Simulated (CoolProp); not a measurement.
Values from CoolProp's reference Helmholtz-energy equation of state, Akasaka 2023.

**Question.** Give the vapour pressure (bar), liquid density (kg/m³), vapour density (kg/m³), liquid cp (kJ/(kg K)) of saturated R1336mzz(E) at 285.1 K.

**Answer.** 
```csv
T (K),p (bar),liquid density (kg/m³),vapour density (kg/m³),liquid cp (kJ/(kg K))
285.1,1.19,1360,8.73,1.23
```
